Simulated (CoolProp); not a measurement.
Sulfur hexafluoride at 293.15 K and 1.26 MPa flows at 0.11 m/s in a round tube of 50 mm bore and 0.25 µm roughness, fully developed (64/Re and Nu = 3.66 if laminar; Colebrook and Gnielinski if turbulent). Each further row changes one setting.

Model: reference Helmholtz-energy equation of state, Guder 2009, in CoolProp.

```
case               Reynolds number  Darcy friction factor  pressure drop (Pa/m)  heat-transfer coefficient (W/(m² K))  mass flow (kg/h)
-----------------  ---------------  ---------------------  --------------------  ------------------------------------  ----------------
as stated                    32400                 0.0231                 0.254                                  22.7              70.8
velocity 0.22 m/s            64700                 0.0198                 0.871                                  39.2               142
diameter 100 mm              64700                 0.0197                 0.109                                  19.6               283
```

Viscosity comes from a separate model (Quiñones-Cisneros 2012). Thermal conductivity comes from a separate model (Assael 2012).
